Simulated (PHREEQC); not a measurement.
Make-up at 53 °C: 0.0022 mol K2HPO4 per kg of water. Closed to the air; pH follows from the charge balance.

Equilibrium calculation in PHREEQC: ion-association model, phreeqc.dat.

Problem. The ionic strength comes out as 0.00654 mol/kgw. What activity coefficients do H2PO4-, OH-, KHPO4-, K+, HPO4-2 get?

Solution. H2PO4- 0.92, OH- 0.91, KHPO4- 0.92, K+ 0.91, HPO4-2 0.70.

Precipitation was switched off in this run. At this temperature some constants are extrapolated from 25 °C, and those without enthalpy data are left unchanged.
